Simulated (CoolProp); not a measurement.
Vapour-liquid equilibrium of R125 (1) + R227EA (2) at -43.75 °C; x and y are mole fractions of (1).

Values from CoolProp's multi-fluid Helmholtz-energy mixture model, Lemmon 2005 and Lemmon 2016; pair parameters Bell 2016.

```
x     bubble pressure, mixture model (kPa)  bubble pressure, Raoult's law (kPa)  y, mixture model  y, Raoult's law
----  ------------------------------------  -----------------------------------  ----------------  ---------------
0.05                                 30.93                                31.03             0.196            0.201
0.15                                 40.73                                40.90             0.450            0.458
0.25                                 50.63                                50.76             0.607            0.615
0.35                                 60.55                                60.63             0.713            0.720
0.45                                 70.45                                70.50             0.790            0.796
0.55                                 80.31                                80.37             0.848            0.854
0.65                                 90.15                                90.24             0.893            0.899
0.75                                 99.97                                100.1             0.930            0.935
0.85                                 109.8                                110.0             0.961            0.964
0.95                                 119.8                                119.8             0.988            0.989
```

The largest gap from Raoult's law is -0.4 % in bubble pressure, at x = 0.15. No azeotrope shows between x = 0.05 and 0.95.

The pair parameters rest on a limited set of measurements; away from them the model extrapolates.
